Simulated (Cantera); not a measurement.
Feed: 1 mol BCl3, 0.49 mol NH3, at 97.5 Torr.

Method: chemical equilibrium by Gibbs-energy minimisation in Cantera with the NASA 1993 tables (ideal gas, pure condensed phases). Candidate condensed phases: B, BN, NH4Cl; 21 gas species. The tables' values for BCl2, BCl are old estimates; treat these amounts as uncertain. Gases not in the tables: BHCl2. Rates play no part. All values below are at 1598 K.

Base state: HCl 0.680, BCl3 0.277, H2 0.0308, N2 0.0104, BCl2 0.000947, Cl 0.000452, BCl 5.30e-5, H 2.59e-5 (mole fractions); condensed: BN(s).

### Question
What changes in the equilibrium state with this change: NH3 from 0.49 to 0.27 mol?

### Answer
```csv
species,before,after
HCl,0.680,0.496
BCl3,0.277,0.482
H2,0.0308,0.0145
N2,0.0104,0.00503
BCl2,0.000947,0.00154
BCl,5.30e-5,8.12e-5
H,2.59e-5,1.78e-5
Cl,0.000452,0.000482
"BN(s), mol",0.449,0.255
```
